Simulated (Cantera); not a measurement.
A perfectly stirred reactor is fed with 8.68 % H₂, 91.3 % O₂, at 20.0 Torr; it is held at 950 K, and followed from long to short residence time.

Detailed kinetics in Cantera: the H2/O2 subset of GRI-Mech 3.0, which has no nitrogen chemistry. Radical loss at walls, strong at low pressure, is not modelled. The temperature is held fixed by assumption; the heat of reaction is taken as removed at once.

Question: Predict: x(H₂) at τ = 0.970 s; x(O₂) at τ = 0.970 s; x(HO₂) at τ = 0.970 s; x(O) at τ = 0.970 s; x(H₂O₂) at τ = 0.970 s; x(H₂) at τ = 38.0 ms; x(O₂) at τ = 38.0 ms; x(HO₂) at τ = 38.0 ms; x(O) at τ = 38.0 ms; x(H₂O₂) at τ = 38.0 ms.

Answer: 
```
Property                  Result
----------------------  --------
x(H₂) at τ = 0.970 s    0.000907
x(O₂) at τ = 0.970 s       0.909
x(HO₂) at τ = 0.970 s    7.80e-6
x(O) at τ = 0.970 s     0.000437
x(H₂O₂) at τ = 0.970 s   3.21e-7
x(H₂) at τ = 38.0 ms     0.00526
x(O₂) at τ = 38.0 ms       0.906
x(HO₂) at τ = 38.0 ms    1.83e-5
x(O) at τ = 38.0 ms      0.00263
x(H₂O₂) at τ = 38.0 ms   6.31e-7
```
